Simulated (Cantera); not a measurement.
A closed system holds: 1 mol PbO, 35 mol N2, equilibrated at 1525 K and 1.33 mbar.

Method: chemical equilibrium by Gibbs-energy minimisation in Cantera with the NASA 1993 tables (ideal gas, pure condensed phases). Candidate condensed phases: Pb, PbO, PbO2, Pb3O4; 12 gas species. Kinetics and transport are ignored.

Base state: N2 0.964, Pb 0.0174, PbO 0.0101, O2 0.00856, NO 0.000308, O 1.44e-5 (mole fractions); condensed: gas only.

### Question
What changes in the equilibrium state with this change: PbO replaced by Pb?

### Answer
```json
[
 {"species": "N2", "before": "0.964", "after": "0.972"},
 {"species": "Pb", "before": "0.0174", "after": "0.0278"},
 {"species": "PbO", "before": "0.0101", "after": "0"},
 {"species": "O2", "before": "0.00856", "after": "0"},
 {"species": "NO", "before": "0.000308", "after": "0"},
 {"species": "O", "before": "1.44e-5", "after": "0"}
]
```
